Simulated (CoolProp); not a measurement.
A simple Rankine cycle with fluoroethane (R161): condensing at 316.15 K, boiler at 3.86 MPa, turbine inlet 376.5 K, turbine efficiency 0.7, pump efficiency 0.7, no recuperator. Each further row changes one setting.

Model: reference Helmholtz-energy equation of state, Wu 2012, in CoolProp.

```json
[
 {"case": "as stated", "thermal efficiency (%)": "6.9", "net work (kJ/kg)": "23.9", "heat in (kJ/kg)": "344", "turbine exit temperature (K)": "[?]", "volume ratio over the turbine": "[?]"},
 {"case": "turbine inlet 396.5 K", "thermal efficiency (%)": "7.3", "net work (kJ/kg)": "28.8", "heat in (kJ/kg)": "[?]", "turbine exit temperature (K)": "349.6", "volume ratio over the turbine": "2.70"},
 {"case": "condensing temperature 308.15 K", "thermal efficiency (%)": "8.1", "net work (kJ/kg)": "29.4", "heat in (kJ/kg)": "363", "turbine exit temperature (K)": "315.5", "volume ratio over the turbine": "3.40"},
 {"case": "boiler pressure 2.7 MPa", "thermal efficiency (%)": "5.0", "net work (kJ/kg)": "18.9", "heat in (kJ/kg)": "380", "turbine exit temperature (K)": "348.2", "volume ratio over the turbine": "1.85"},
 {"case": "turbine efficiency 0.6", "thermal efficiency (%)": "[?]", "net work (kJ/kg)": "[?]", "heat in (kJ/kg)": "344", "turbine exit temperature (K)": "326.7", "volume ratio over the turbine": "2.83"}
]
```

Q: Some entries are withheld; supply them.

A: 
- as stated, turbine exit temperature (K): 324.4
- as stated, volume ratio over the turbine: 2.79
- turbine inlet 396.5 K, heat in (kJ/kg): 393
- turbine efficiency 0.6, thermal efficiency (%): 5.7
- turbine efficiency 0.6, net work (kJ/kg): 19.7
